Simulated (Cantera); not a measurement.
A closed system holds: 1 mol MgO, 4.9 mol Cl2, 1.6 mol H2, equilibrated at 925 K and 0.0128 Torr.

These are equilibrium values from Cantera (NASA tables, ideal gas, pure condensed phases), not measurements of a reactor. Candidate condensed phases: H2O, Mg, MgCl2, MgO, Mg(OH)2; 22 gas species. Condensed phases not in the tables: MgOHCl. Rates play no part.

Base state: HCl 0.485, Cl2 0.479, Cl 0.0194, MgCl2 0.0115, O2 0.00572, H2O 9.20e-5 (mole fractions); condensed: MgO(s).

What changes in the equilibrium state with this change: H2 from 1.6 to 0.65 mol?


| species | before | after |
|---|---|---|
| Cl2 | 0.479 | 0.724 |
| HCl | 0.485 | 0.230 |
| Cl | 0.0194 | 0.0239 |
| MgCl2 | 0.0115 | 0.0151 |
| H2O | 9.20e-5 | 1.57e-5 |
| O2 | 0.00572 | 0.00757 |
| MgO(s), mol | 0.924 | 0.914 |

What changes in the equilibrium state with this change: H2 from 1.6 to 39 mol?


| species | before | after |
|---|---|---|
| H2 | <1e-9 | 0.777 |
| HCl | 0.485 | 0.222 |
| MgCl2 | 0.0115 | 0.000472 |
| Cl2 | 0.479 | <1e-9 |
| Cl | 0.0194 | 1.53e-8 |
| O2 | 0.00572 | <1e-9 |
| H2O | 9.20e-5 | 0.000472 |
| MgO(s), mol | 0.924 | 0.979 |
